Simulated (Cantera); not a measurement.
Feed: 1 mol Cu, 1.2 mol NH3, 100 mol H2, held at 4.70 mbar.

Method: chemical equilibrium by Gibbs-energy minimisation in Cantera with the NASA 1993 tables (ideal gas, pure condensed phases). Candidate condensed phases: Cu; 11 gas species. Rates play no part.

**Question.** Which condensed phases are stable at each of these points (T (K)): 1075, 1125, 1175, 1225, 1275, 1325, 1375, 1425, 1475, 1525?

**Answer.** 
| T (K) | condensed phases | Cu condensed (%) |
|---|---|---|
| 1075 | Cu(s) | 100.0 |
| 1125 | Cu(s) | 100.0 |
| 1175 | Cu(s) | 100.0 |
| 1225 | Cu(s) | 99.9 |
| 1275 | Cu(s) | 99.8 |
| 1325 | Cu(s) | 99.4 |
| 1375 | Cu(l) | 98.2 |
| 1425 | Cu(l) | 95.3 |
| 1475 | Cu(l) | 88.3 |
| 1525 | Cu(l) | 72.8 |

From 1075 K to 1325 K the condensed part is Cu(s). From 1375 K to 1525 K the condensed part is Cu(l).
